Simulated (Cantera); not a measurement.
Input: 1 mol MgO, 2.1 mol H2S, a varied amount of CO2, at 1273.15 K and 0.133 bar.

Equilibrium computed with Cantera from the NASA thermochemical tables; the gas is ideal and each condensed phase is pure. Candidate condensed phases: C, C6H6, C7H8, C8H18, H2O, H2SO4, Mg, MgCO3, MgO, Mg(OH)2, MgS, MgSO4, S; 130 gas species. Gases not in the tables: S3 to S7. Rates play no part.

**Question.** At 1.4 mol CO2, list the 6 most abundant gas species with their mole fractions, and the condensed phases.

**Answer.** H2S 0.215, H2O 0.181, CO 0.172, CO2 0.160, S2 0.143, H2 0.117. Condensed: MgO(s).
